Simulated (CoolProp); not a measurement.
Vapour-liquid equilibrium of CHF3 (R23) (1) + CH2F2 (R32) (2) at 0.0396 MPa; x and y are mole fractions of (1).

The numbers come from the multi-fluid Helmholtz-energy mixture model, Penoncello 2003 and Tillner-Roth 1997; pair parameters Bell 2016 in CoolProp.

| x | bubble temperature, mixture model (K) | bubble temperature, Raoult's law (K) | y, mixture model | y, Raoult's law |
|---|---|---|---|---|
| 0.05 | 201.3 | 201.4 | 0.224 | 0.224 |
| 0.15 | 195.9 | 196.1 | 0.510 | 0.508 |
| 0.25 | 191.7 | 192.0 | 0.674 | 0.674 |
| 0.35 | 188.4 | 188.7 | 0.777 | 0.777 |
| 0.45 | 185.7 | 186.0 | 0.845 | 0.847 |
| 0.55 | 183.4 | 183.7 | 0.892 | 0.895 |
| 0.65 | 181.5 | 181.7 | 0.927 | 0.930 |
| 0.75 | 179.8 | 179.9 | 0.954 | 0.957 |
| 0.85 | 178.3 | 178.4 | 0.975 | 0.977 |
| 0.95 | 177.0 | 177.0 | 0.992 | 0.993 |

The largest gap from Raoult's law is -0.3 K in bubble temperature, at x = 0.35. No azeotrope shows between x = 0.05 and 0.95.

The pair parameters rest on a limited set of measurements; away from them the model extrapolates.
